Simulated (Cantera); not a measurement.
# Gas activation for diamond growth

An isothermal, constant-pressure homogeneous reactor starts with CH4 : H2 : N2 = 0.034 : 1 : 0.005 (molar parts), at 2200 K and 0.0118 atm.

Cantera simulation using GRI-Mech 3.0 (53 species, 325 reactions); the numbers are that mechanism's predictions, not measurements. GRI-Mech 3.0 stops at C3 and has no aromatics, soot or wall deposition, so with more carbon than oxygen in the feed, carbon stays in small species such as C2H2 where larger ones or solid carbon would form. Radical loss at walls, strong at low pressure, is not modelled.

```tsv
t (s)	x CH4	x H2	x C2H	x HCN	x H
0.000300	0.0322	0.962	6.42e-12	1.37e-12	0.000841
0.000625	0.0315	0.961	2.70e-10	2.25e-11	0.00175
0.00130	0.0302	0.959	9.64e-9	4.04e-10	0.00363
0.00271	0.0267	0.957	2.12e-7	6.35e-9	0.00712
0.00565	0.0188	0.956	1.80e-6	5.79e-8	0.0114
0.0118	0.00901	0.959	5.21e-6	2.38e-7	0.0144
0.0245	0.00309	0.960	8.64e-6	5.92e-7	0.0176
0.0510	0.000895	0.958	1.15e-5	1.10e-6	0.0213
0.106	0.000253	0.954	1.42e-5	1.67e-6	0.0254
0.221	7.28e-5	0.949	1.71e-5	2.27e-6	0.0303
0.461	2.19e-5	0.943	2.09e-5	2.93e-6	0.0369
0.960	9.39e-6	0.936	2.52e-5	3.82e-6	0.0442
2.00	7.07e-6	0.931	2.80e-5	5.58e-6	0.0489
```
x: mole fraction; the columns are a selection and need not sum to one.

Equilibrium at this temperature and pressure: CH4 6.42e-6, H2 0.930, C2H 2.47e-5, HCN 0.00425, H 0.0500 (gas phase only).
